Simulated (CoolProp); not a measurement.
The numbers come from the reference Helmholtz-energy equation of state, Akasaka 2022 in CoolProp.

Task: Give the vapour pressure (kPa), vapour density (kg/m³), enthalpy of vaporisation (kJ/kg), liquid cp (kJ/(kg K)) of saturated R1233zd(E) at 327.4 K.

Result: 
```tsv
T (K)	p (kPa)	vapour density (kg/m³)	enthalpy of vaporisation (kJ/kg)	liquid cp (kJ/(kg K))
327.4	333	17.7	175	1.25
```
